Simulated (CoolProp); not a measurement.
Vapour-liquid equilibrium of diethyl ether (1) + acetone (2) at 295.2 K; x and y are mole fractions of (1).

Values from CoolProp's multi-fluid Helmholtz-energy mixture model, Thol 2014 and Lemmon 2006; pair parameters Bell 2016.

**Question.** Give the bubble pressure and the first vapour's composition at x = 0.05, 0.35, 0.65. Is there an azeotrope?

**Answer.** x = 0.05: 30.67 kPa, y = 0.160; x = 0.35: 48.90 kPa, y = 0.619; x = 0.65: 58.94 kPa, y = 0.790. No azeotrope shows between x = 0.05 and 0.95.

The pair parameters rest on a limited set of measurements; away from them the model extrapolates.
